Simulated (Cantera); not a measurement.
Feed: 1 mol MgSO4, 1.2 mol CO2, 5.1 mol H2O, 0.11 mol C, held at 0.435 Torr.

Cantera equilibrium calculation (NASA polynomials, part measured and part estimated; ideal gas, pure solids and liquids). Candidate condensed phases: C, C6H6, C7H8, C8H18, H2O, H2SO4, Mg, MgCO3, MgO, Mg(OH)2, MgS, MgSO4, S; 130 gas species. Kinetics and transport are ignored.

### Question
At 627 °C, list the 5 most abundant gas species with their mole fractions, and the condensed phases.

### Answer
H2O 0.766, CO2 0.197, SO2 0.0358, O2 0.00136, SO3 0.000212. Condensed: MgO(s) + MgSO4(s).
